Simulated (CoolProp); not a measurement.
Vapour-liquid equilibrium of cyclohexane (1) + p-xylene (2) at 0.637 MPa; x and y are mole fractions of (1).

Values from CoolProp's multi-fluid Helmholtz-energy mixture model, Zhou 2014 and Zhou 2012; pair parameters Bell 2016.

```
x     bubble temperature, mixture model (K)  bubble temperature, Raoult's law (K)  y, mixture model  y, Raoult's law
----  -------------------------------------  ------------------------------------  ----------------  ---------------
0.05                                  490.4                                 491.1             0.132            0.139
0.15                                  479.4                                 481.1             0.343            0.359
0.25                                  470.1                                 472.3             0.499            0.521
0.35                                  462.3                                 464.6             0.617            0.644
0.45                                  455.6                                 457.7             0.707            0.739
0.55                                  449.9                                 451.6             0.780            0.812
0.65                                  444.8                                 446.1             0.840            0.871
0.75                                  440.3                                 441.1             0.891            0.917
0.85                                  436.1                                 436.5             0.937            0.955
0.95                                  432.2                                 432.3             0.980            0.987
```

The largest gap from Raoult's law is -2.3 K in bubble temperature, at x = 0.35. No azeotrope shows between x = 0.05 and 0.95.

The pair parameters rest on a limited set of measurements; away from them the model extrapolates.
